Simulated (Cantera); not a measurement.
# Equilibrium for hydrogen reduction and annealing atmospheres: NiS + H2 + N2

Feed: 1 mol NiS, 290 mol H2, 1 mol N2, held at 100000 Pa.

Equilibrium computed with Cantera from the NASA thermochemical tables; the gas is ideal and each condensed phase is pure. Candidate condensed phases: Ni, NiS, NiS2, Ni3S2, Ni3S4, S; 17 gas species. Metal and sulfide melt together well below either melting point, which pure phases cannot show. Rates play no part.

At 727 °C the condensed part is Ni(s) + Ni3S2(s). From 877 °C to 1327 °C the condensed part is Ni(s). From 1477 °C to 1627 °C the condensed part is Ni(l).

```tsv
T (°C)	x H2	x H2S	x N2	x H	x SH	n Ni(s)	n Ni3S2(s)	n Ni(l)
727	0.993	0.00328	0.00342	2.26e-9	1.99e-8	0.933	0.0223	0
877	0.993	0.00344	0.00343	7.44e-8	2.75e-7	1.00	0	0
1027	0.993	0.00343	0.00343	1.10e-6	2.01e-6	1.00	0	0
1177	0.993	0.00343	0.00343	9.42e-6	9.72e-6	1.000	0	0
1327	0.993	0.00340	0.00343	5.42e-5	3.47e-5	1.000	0	0
1477	0.993	0.00332	0.00343	0.000232	9.82e-5	0	0	0.998
1627	0.992	0.00316	0.00343	0.000790	0.000228	0	0	0.983
```
x: gas mole fraction; n: condensed amount in mol.
